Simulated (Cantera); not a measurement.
Feed: 1 mol SiF4, 0.83 mol N2, 4.2 mol H2, 0.39 mol NH3, held at 998.15 K and 13300 Pa.

These are equilibrium values from Cantera (NASA tables, ideal gas, pure condensed phases), not measurements of a reactor. Candidate condensed phases: Si, Si3N4; 37 gas species. Kinetics and transport are ignored.

### Question
What is the equilibrium state?

### Answer
```
Item                                    Result
--------------------------------  ------------
x(H2)                                    0.702
x(N2)                                    0.150
x(SiF4)                                  0.146
x(HF)                                 0.000590
x(SiHF3)                              0.000365
x(NH3)                                 1.79e-5
x(SiF3)                                7.23e-6
n(Si3N4(s))                       0.000123 mol
gas amount                           6.810 mol
log10 activity of Si(s) (absent)         -6.08
```
